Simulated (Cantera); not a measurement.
A closed system holds: 1 mol SiH2Cl2, 0.64 mol H2O, 27 mol N2, held at 1.00 bar.

Equilibrium computed with Cantera from the NASA thermochemical tables; the gas is ideal and each condensed phase is pure. Candidate condensed phases: H2O, NH4Cl, Si, SiO2, Si2N2O, Si3N4; 47 gas species. N2 is the only nitrogen source here; it is nearly inert below about 1500 K, so the nitride shown seldom forms there in practice. Mutual solubility and eutectic melting of coexisting phases are not modelled. The tables' values for SiCl3, SiCl are old estimates; treat these amounts as uncertain. The tables hold silica as quartz up to 1696 K and as liquid above; real silica turns to tridymite and cristobalite and melts near 1996 K. The numbers say what is thermodynamically allowed, not how fast it happens.

log p: log10 of the partial pressure in bar; n: condensed amount in mol.

| T (K) | log p N2 | log p HCl | log p H2 | log p SiO | log p SiCl2 | n SiO2(α-quartz) | n Si2N2O(s) | n SiO2(β-quartz) | n SiO2(condensed) |
|---|---|---|---|---|---|---|---|---|---|
| 600 | -0.04 | -1.16 | -1.66 | <-12 | <-12 | 0.0933 | 0.453 | 0 | 0 |
| 750 | -0.04 | -1.16 | -1.66 | <-12 | <-12 | 0.0933 | 0.453 | 0 | 0 |
| 900 | -0.04 | -1.16 | -1.66 | <-12 | <-12 | 0 | 0.453 | 0.0934 | 0 |
| 1050 | -0.04 | -1.16 | -1.66 | <-12 | -9.93 | 0 | 0.453 | 0.0934 | 0 |
| 1200 | -0.04 | -1.16 | -1.66 | -10.03 | -7.82 | 0 | 0.453 | 0.0934 | 0 |
| 1350 | -0.04 | -1.17 | -1.66 | -7.58 | -6.18 | 0 | 0.453 | 0.0935 | 0 |
| 1500 | -0.04 | -1.17 | -1.66 | ? | ? | 0 | 0.452 | 0.0938 | 0 |
| 1650 | -0.04 | -1.17 | -1.65 | -4.06 | -3.83 | 0 | 0.447 | 0.0949 | 0 |
| 1800 | -0.04 | -1.19 | -1.63 | -2.75 | -3.00 | 0 | 0.411 | 0 | 0.0881 |
| 1950 | -0.05 | ? | ? | ? | ? | 0 | ? | 0 | 0 |
| 2100 | -0.05 | -1.38 | -1.48 | -1.68 | -1.94 | 0 | 0 | 0 | 0 |

Question: Fill in the missing entries.

Answer: 
- 1500, log p SiO: -5.64
- 1500, log p SiCl2: -4.88
- 1950, log p HCl: -1.26
- 1950, log p H2: -1.56
- 1950, log p SiO: -1.83
- 1950, log p SiCl2: -2.30
- 1950, n Si2N2O(s): 0.193
